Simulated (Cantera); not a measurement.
**Premixed flame**

A freely propagating, adiabatic, planar premixed flame of 25.9 % CO, 2.46 % H2, 15.1 % O2, 56.6 % N2, equivalence ratio 0.94, unburnt at 348 K and 0.750 bar; multicomponent+Soret transport, grid criteria slope 0.08 and curve 0.16, no radiation.

Cantera simulation using GRI-Mech 3.0 (53 species, 325 reactions); the numbers are that mechanism's predictions, not measurements. Burning velocities carry a grid error of a few per cent, more on coarse grids.

```json
[
 {"z (mm)": "-3.00", "T (K)": "348", "u (m/s)": "0.558", "x CO": "0.259", "x H2": "0.0245", "x O2": "0.151", "x O": "<1e-8", "x H2O": "<1e-8", "x NO": "<1e-8"},
 {"z (mm)": "-2.00", "T (K)": "348", "u (m/s)": "0.558", "x CO": "0.259", "x H2": "0.0244", "x O2": "0.151", "x O": "<1e-8", "x H2O": "4.74e-8", "x NO": "<1e-8"},
 {"z (mm)": "-1.50", "T (K)": "348", "u (m/s)": "0.558", "x CO": "0.259", "x H2": "0.0241", "x O2": "0.151", "x O": "<1e-8", "x H2O": "6.43e-7", "x NO": "<1e-8"},
 {"z (mm)": "-1.00", "T (K)": "348", "u (m/s)": "0.558", "x CO": "0.259", "x H2": "0.0230", "x O2": "0.151", "x O": "<1e-8", "x H2O": "8.03e-6", "x NO": "<1e-8"},
 {"z (mm)": "-0.500", "T (K)": "371", "u (m/s)": "0.591", "x CO": "0.259", "x H2": "0.0179", "x O2": "0.151", "x O": "1.27e-7", "x H2O": "0.000478", "x NO": "<1e-8"},
 {"z (mm)": "-0.250", "T (K)": "620", "u (m/s)": "0.978", "x CO": "0.246", "x H2": "0.0129", "x O2": "0.144", "x O": "6.59e-5", "x H2O": "0.00512", "x NO": "4.24e-7"},
 {"z (mm)": "0", "T (K)": "1093", "u (m/s)": "1.69", "x CO": "0.201", "x H2": "0.00651", "x O2": "0.115", "x O": "0.00372", "x H2O": "0.0144", "x NO": "3.01e-6"},
 {"z (mm)": "0.250", "T (K)": "1412", "u (m/s)": "2.13", "x CO": "0.147", "x H2": "0.00221", "x O2": "0.0806", "x O": "0.0123", "x H2O": "0.0177", "x NO": "9.98e-6"},
 {"z (mm)": "0.500", "T (K)": "1593", "u (m/s)": "2.36", "x CO": "0.113", "x H2": "0.00175", "x O2": "0.0622", "x O": "0.0153", "x H2O": "0.0160", "x NO": "1.92e-5"},
 {"z (mm)": "1.00", "T (K)": "1773", "u (m/s)": "2.59", "x CO": "0.0908", "x H2": "0.00186", "x O2": "0.0518", "x O": "0.0133", "x H2O": "0.0162", "x NO": "3.45e-5"},
 {"z (mm)": "2.00", "T (K)": "1934", "u (m/s)": "2.80", "x CO": "0.0793", "x H2": "0.00166", "x O2": "0.0467", "x O": "0.00922", "x H2O": "0.0192", "x NO": "5.53e-5"},
 {"z (mm)": "4.00", "T (K)": "2071", "u (m/s)": "2.97", "x CO": "0.0673", "x H2": "0.00132", "x O2": "0.0415", "x O": "0.00595", "x H2O": "0.0214", "x NO": "9.25e-5"},
 {"z (mm)": "8.00", "T (K)": "2183", "u (m/s)": "3.10", "x CO": "0.0552", "x H2": "0.00101", "x O2": "0.0362", "x O": "0.00378", "x H2O": "0.0229", "x NO": "0.000180"}
]
```
x: mole fraction of selected species; z is measured from the peak of heat release.

| Item | Value |
|---|---|
| laminar burning velocity | 55.8 cm/s |
| thermal thickness | 1.00 mm |
| peak x(O) | 0.0153 |
| grid points | 134 |
